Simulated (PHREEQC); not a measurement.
Consider water at 23 °C with 0.0345 mol HCl, 8.5e-05 mol Li2SO4 and 0.0046 mol MnSO4 per kg of water. Closed to the air; pH follows from the charge balance.

Equilibrium calculation in PHREEQC: ion-association model, phreeqc.dat.

No solid was allowed to form.

Question: Order these S species by the share of S that they hold, largest first: MnSO4, HSO4-, SO4-2.

Answer: HSO4- (56 %), SO4-2 (38 %), MnSO4 (6.1 %)

The pH is 1.56 and the ionic strength 0.0462 mol/kgw.
